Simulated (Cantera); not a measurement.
A freely propagating, adiabatic, planar premixed flame of 48.4 % H₂, 10.1 % O₂, 37.9 % N₂, 3.58 % H₂O, equivalence ratio 2.4, unburnt at 325 K and 113 Torr; unity-Lewis-number transport, grid criteria slope 0.08 and curve 0.16, no radiation.

Computed with Cantera and the H2/O2 subset of GRI-Mech 3.0, which has no nitrogen chemistry. Unity Lewis numbers drop preferential diffusion, which matters most where H2 and H carry the flame. Burning velocities carry a grid error of a few per cent, more on coarse grids.

Task: Predict: laminar burning velocity; thermal thickness; peak x(HO₂); peak x(O); peak x(H).

Result: 
```
Quantity                     Value
------------------------  --------
laminar burning velocity  141 cm/s
thermal thickness          3.93 mm
peak x(HO₂)                9.92e-5
peak x(O)                  0.00138
peak x(H)                   0.0866
```
